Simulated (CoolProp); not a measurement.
Propyne along the isobar 10.5 MPa: fugacity coefficient from the reference equation and from simpler models built on Tc = 129.6 °C, pc = 5.658 MPa, ω = 0.204; each cubic takes its own stable root.

Values from CoolProp's reference Helmholtz-energy equation of state, Polt 1992. This equation is an older, rougher fit; its heat capacities, sound speeds and derivatives of the liquid may be far off and weren't checked against measurements.

```
T (°C)          phase  reference  van der Waals  Redlich-Kwong  Soave-Redlich-Kwong
------  -------------  ---------  -------------  -------------  -------------------
34.05          liquid    0.08166         0.1963         0.1082              0.08596
51.25          liquid     0.1209         0.2395         0.1523               0.1278
68.55          liquid     0.1705         0.2859         0.2043               0.1802
85.75          liquid     0.2293         0.3342         0.2625               0.2416
103.05         liquid     0.2967         0.3841         0.3257               0.3112
120.35         liquid     0.3699         0.4345         0.3914               0.3860
137.55  supercritical     0.4452         0.4842         0.4569               0.4618
154.85  supercritical     0.5188         0.5328         0.5200               0.5350
```
